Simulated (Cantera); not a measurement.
A closed system holds: 1 mol SiHCl₃, 35 mol NH₃, held at 0.240 Torr.

Equilibrium computed with Cantera from the NASA thermochemical tables; the gas is ideal and each condensed phase is pure. Candidate condensed phases: NH₄Cl, Si, Si₃N₄; 28 gas species. Equilibrium is a limit: real reactors are often held back by kinetics, nucleation or transport.

**Question.** At 1450 K, list the 6 most abundant gas species with their mole fractions, and the condensed phases.

**Answer.** H₂ 0.723, N₂ 0.237, HCl 0.0375, SiCl₂ 0.00222, H 0.000449, Cl 1.90e-5. Condensed: Si₃N₄(s).
